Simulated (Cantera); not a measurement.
An adiabatic, constant-pressure homogeneous reactor starts with H₂ : O₂ : N₂ = 1 : 0.769 : 2.89 (molar parts), equivalence ratio 0.65, at 1248 K and 18800 Torr. Integrator tolerance rtol = 1e-08.

Computed with Cantera and the H2/O2 subset of GRI-Mech 3.0, which has no nitrogen chemistry. The hydrogen kinetics of GRI-Mech 3.0 are dated; newer H2 mechanisms differ, most at raised pressure. The pressure lies above the range GRI-Mech 3.0 was tuned for (to about 10 atm).

What does this change do: 0.25 parts H2O added?


```json
[
 {"quantity": "time of steepest temperature rise", "before": "57.3 µs", "after": "83.4 µs"},
 {"quantity": "temperature at 0.400 s", "before": "2681 K", "after": "2594 K"},
 {"quantity": "equilibrium temperature", "before": "2681 K", "after": "2594 K"},
 {"quantity": "x(H₂) at 0.400 s", "before": "0.00251 (gas-phase equilibrium 0.00251)", "after": "0.00210 (gas-phase equilibrium 0.00210)"},
 {"quantity": "x(O₂) at 0.400 s", "before": "0.0618 (gas-phase equilibrium 0.0618)", "after": "0.0587 (gas-phase equilibrium 0.0587)"},
 {"quantity": "x(H) at 0.400 s", "before": "0.000534 (gas-phase equilibrium 0.000534)", "after": "0.000346 (gas-phase equilibrium 0.000346)"},
 {"quantity": "x(H₂O₂) at 0.400 s", "before": "2.90e-6 (gas-phase equilibrium 2.90e-6)", "after": "2.85e-6 (gas-phase equilibrium 2.85e-6)"},
 {"quantity": "x(HO₂) at 0.400 s", "before": "3.01e-5 (gas-phase equilibrium 3.01e-5)", "after": "2.57e-5 (gas-phase equilibrium 2.57e-5)"}
]
```
